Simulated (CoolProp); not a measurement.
Saturation properties of carbon monoxide (Tc = 132.9 K, pc = 34.98 bar, ω = 0.050).

The numbers come from the reference Helmholtz-energy equation of state, Lemmon 2006 in CoolProp. It is a short technical equation, of lower accuracy than the large ones.

```tsv
T (K)	p (bar)	liquid density (kg/m³)	vapour density (kg/m³)	surface tension (mN/m)
101.5	6.073	697.3	23.60	5.42
103.8	7.136	684.6	[?]	4.97
106.2	8.383	[?]	32.55	4.50
108.5	9.718	656.8	37.88	4.06
110.8	11.20	642.3	43.94	3.62
113.1	12.83	627.0	50.88	3.19
115.4	14.63	610.7	58.83	2.77
117.7	16.61	593.4	68.03	2.35
120	18.77	574.6	78.77	1.95
122.4	21.23	553.0	[?]	1.54
124.7	23.80	529.8	107.7	1.16
127	26.61	502.8	127.4	0.790
129.3	29.66	[?]	154.2	0.446
```

Question: Some entries are withheld; supply them.

Answer: 
- 103.8, vapour density (kg/m³): 27.69
- 106.2, liquid density (kg/m³): 670.7
- 122.4, vapour density (kg/m³): 92.11
- 129.3, liquid density (kg/m³): 468.9

It boils at 81.6 K under 1 atm.

Surface tension comes from a separate correlation (Mulero 2012).
